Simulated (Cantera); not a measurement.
Source: NASA polynomial tables (part measured, part estimated), evaluated in Cantera. Values are per mole of reaction as written; species without (g) are pure solids or liquids, kept so even where they would boil at 1 bar. VN: taken at fixed stoichiometry.

NO₂(g) + VN = VO₂(g) + 2 N(g), with ΔH° = 895.7 kJ and ΔS° = 294.5 J/K at 300 K.

Q: How far is the shortcut ΔG° ≈ ΔH°(300 K) − T·ΔS°(300 K) from the full temperature-dependent value at 1123, 1273, 1423, 1573, 1723, 1873, 2023, 2173 K?

A: 
```json
[
 {"T (K)": "1123", "shortcut (kJ)": "565.0", "full (kJ)": "563.4", "difference (kJ)": "1.6", "difference in log10 K": "-0.07"},
 {"T (K)": "1273", "shortcut (kJ)": "520.8", "full (kJ)": "519.4", "difference (kJ)": "1.4", "difference in log10 K": "-0.06"},
 {"T (K)": "1423", "shortcut (kJ)": "476.6", "full (kJ)": "475.7", "difference (kJ)": "1.0", "difference in log10 K": "-0.04"},
 {"T (K)": "1573", "shortcut (kJ)": "432.5", "full (kJ)": "432.2", "difference (kJ)": "0.3", "difference in log10 K": "-0.01"},
 {"T (K)": "1723", "shortcut (kJ)": "388.3", "full (kJ)": "388.9", "difference (kJ)": "-0.6", "difference in log10 K": "0.02"},
 {"T (K)": "1873", "shortcut (kJ)": "344.1", "full (kJ)": "346.0", "difference (kJ)": "-1.8", "difference in log10 K": "0.05"},
 {"T (K)": "2023", "shortcut (kJ)": "299.9", "full (kJ)": "303.2", "difference (kJ)": "-3.3", "difference in log10 K": "0.08"},
 {"T (K)": "2173", "shortcut (kJ)": "255.8", "full (kJ)": "260.8", "difference (kJ)": "-5.0", "difference in log10 K": "0.12"}
]
```
The shortcut ignores the heat-capacity change of the reaction.
